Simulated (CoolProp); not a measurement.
Values from CoolProp's reference Helmholtz-energy equation of state, Lemmon 2003. It is a pseudo-pure fit of the blend.

### Question
For R407C, give the phase and the cv (kJ/(kg K)), speed of sound (m/s), Joule-Thomson coefficient (K/MPa), isothermal compressibility (1/MPa) at 258.9 K and 23.2 bar.

### Answer
- 258.9 K and 23.2 bar: liquid; cv 0.864, speed of sound 676, Joule-Thomson coefficient -0.189, isothermal compressibility 0.00267
